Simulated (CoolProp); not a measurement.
Vapour-liquid equilibrium of carbon dioxide (1) + R152A (2) at 238.5 K; x and y are mole fractions of (1).

Model: multi-fluid Helmholtz-energy mixture model, Span 1996 and Outcalt 1996; pair parameters Bell 2016, in CoolProp.

| x | bubble pressure (kPa) | y at the bubble point | dew pressure at overall composition x (kPa) | liquid density (mol/L) |
|---|---|---|---|---|
| 0.05 | 118.1 | 0.493 | 64.95 | 15.95 |
| 0.125 | 203.4 | 0.721 | 70.35 | 16.45 |
| 0.2 | … | 0.815 | 76.71 | 16.97 |
| 0.275 | 374.1 | 0.867 | 84.31 | 17.52 |
| 0.35 | 458.8 | 0.899 | 93.56 | 18.10 |
| 0.425 | 543.0 | 0.922 | 105.1 | 18.71 |
| 0.5 | 626.8 | 0.939 | 119.8 | … |
| 0.575 | 710.6 | 0.952 | 139.2 | 20.05 |
| 0.65 | 794.8 | 0.963 | 166.1 | 20.78 |
| 0.725 | 880.2 | 0.973 | 205.9 | 21.56 |
| 0.8 | 967.5 | 0.981 | 270.5 | 22.39 |
| 0.875 | 1058 | 0.988 | … | 23.27 |
| 0.95 | 1152 | … | 693.6 | 24.22 |

Complete the blanks.


- 0.2, bubble pressure (kPa): 288.9
- 0.5, liquid density (mol/L): 19.36
- 0.875, dew pressure at overall composition x (kPa): 392.3
- 0.95, y at the bubble point: 0.995

No azeotrope shows between x = 0.05 and 0.95.

Pair parameters are fitted to limited data, so mixtures are less certain than the pure fluids.
